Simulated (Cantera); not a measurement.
**NO annealing gas**

A perfectly stirred reactor is fed with NO : N2 = 1 : 5.6 (molar parts), at 0.133 bar; it is held at 1800 K, and followed from long to short residence time.

Detailed kinetics in Cantera: GRI-Mech 3.0 (53 species, 325 reactions).

```json
[
 {"τ (s)": "10", "x NO": "0.134", "x NO2": "2.63e-5", "x N2O": "7.10e-6", "x O2": "0.00862", "x O": "3.48e-5", "x N2": "0.857"},
 {"τ (s)": "3.5", "x NO": "0.145", "x NO2": "1.92e-5", "x N2O": "8.41e-6", "x O2": "0.00307", "x O": "2.43e-5", "x N2": "0.852"},
 {"τ (s)": "1.2", "x NO": "0.149", "x NO2": "1.49e-5", "x N2O": "8.88e-6", "x O2": "0.00103", "x O": "1.88e-5", "x N2": "0.850"},
 {"τ (s)": "0.42", "x NO": "0.151", "x NO2": "1.27e-5", "x N2O": "8.90e-6", "x O2": "0.000344", "x O": "1.63e-5", "x N2": "0.849"},
 {"τ (s)": "0.14", "x NO": "0.151", "x NO2": "1.13e-5", "x N2O": "8.46e-6", "x O2": "0.000102", "x O": "1.45e-5", "x N2": "0.849"},
 {"τ (s)": "0.050", "x NO": "0.151", "x NO2": "9.31e-6", "x N2O": "7.37e-6", "x O2": "2.71e-5", "x O": "1.22e-5", "x N2": "0.849"},
 {"τ (s)": "0.017", "x NO": "0.151", "x NO2": "5.59e-6", "x N2O": "5.27e-6", "x O2": "4.10e-6", "x O": "7.69e-6", "x N2": "0.848"},
 {"τ (s)": "0.0059", "x NO": "0.152", "x NO2": "1.94e-6", "x N2O": "2.89e-6", "x O2": "3.40e-7", "x O": "3.23e-6", "x N2": "0.848"},
 {"τ (s)": "0.0020", "x NO": "0.152", "x NO2": "4.37e-7", "x N2O": "1.23e-6", "x O2": "2.81e-8", "x O": "1.16e-6", "x N2": "0.848"},
 {"τ (s)": "0.00071", "x NO": "0.152", "x NO2": "8.23e-8", "x N2O": "4.77e-7", "x O2": "3.42e-9", "x O": "4.46e-7", "x N2": "0.848"}
]
```
x: mole fraction; the columns are a selection and need not sum to one.
